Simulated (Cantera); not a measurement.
Feed: 1 mol SiH2Cl2, 0.011 mol CH4, 14 mol H2, held at 2275 K and 10000 Pa.

These are equilibrium values from Cantera (NASA tables, ideal gas, pure condensed phases), not measurements of a reactor. The tables' values for SiCl, SiCl3 are old estimates; treat these amounts as uncertain. Gases not in the tables: Si2H6 and higher silanes. Kinetics and transport are ignored.

```tsv
species	before	after
H2	0.859	0.906
HCl	0.0866	0.0710
SiCl2	0.0157	0.0156
H	0.0249	6.97e-6
Si	0.00745	1.88e-9
Si2C	0.000531	<1e-9
SiH	0.000839	3.65e-9
Si2	0.000137	<1e-9
C2H2 (acetylene)	5.28e-5	<1e-9
Si3	2.60e-5	<1e-9
Si(l), mol	0.544	0
Si(s), mol	0	0.628
SiC(s), mol	0	0.0110
```
Gas species are given as mole fractions.

Which change was made?
A. H2 from 14 to 380 mol
B. temperature from 2275 K to 1348 K
C. H2 from 14 to 130 mol
D. H2 from 14 to 170 mol

B, temperature from 2275 K to 1348 K. Mutual solubility and eutectic melting of coexisting phases are not modelled. The tables' values for SiCl3 are old estimates; treat these amounts as uncertain
